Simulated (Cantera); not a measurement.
Source: NASA polynomial tables (part measured, part estimated), evaluated in Cantera. Values are per mole of reaction as written; species without (g) are pure solids or liquids, kept so even where they would boil at 1 bar.

2 H2(g) + O2(g) ⇌ 2 H2O(g), with ΔH° = -483.7 kJ and ΔS° = -89.0 J/K at 300 K.

**Question.** How far is the shortcut ΔG° ≈ ΔH°(300 K) − T·ΔS°(300 K) from the full temperature-dependent value at 2248, 2298, 2348, 2398, 2448, 2498, 2548 K?

**Answer.** 
```json
[
 {"T (K)": "2248", "shortcut (kJ)": "-283.7", "full (kJ)": "-242.3", "difference (kJ)": "-41.3", "difference in log10 K": "0.96"},
 {"T (K)": "2298", "shortcut (kJ)": "-279.2", "full (kJ)": "-236.5", "difference (kJ)": "-42.7", "difference in log10 K": "0.97"},
 {"T (K)": "2348", "shortcut (kJ)": "-274.8", "full (kJ)": "-230.7", "difference (kJ)": "-44.1", "difference in log10 K": "0.98"},
 {"T (K)": "2398", "shortcut (kJ)": "-270.3", "full (kJ)": "-224.9", "difference (kJ)": "-45.4", "difference in log10 K": "0.99"},
 {"T (K)": "2448", "shortcut (kJ)": "-265.9", "full (kJ)": "-219.1", "difference (kJ)": "-46.8", "difference in log10 K": "1.00"},
 {"T (K)": "2498", "shortcut (kJ)": "-261.4", "full (kJ)": "-213.3", "difference (kJ)": "-48.1", "difference in log10 K": "1.01"},
 {"T (K)": "2548", "shortcut (kJ)": "-257.0", "full (kJ)": "-207.5", "difference (kJ)": "-49.5", "difference in log10 K": "1.01"}
]
```
The shortcut ignores the heat-capacity change of the reaction.
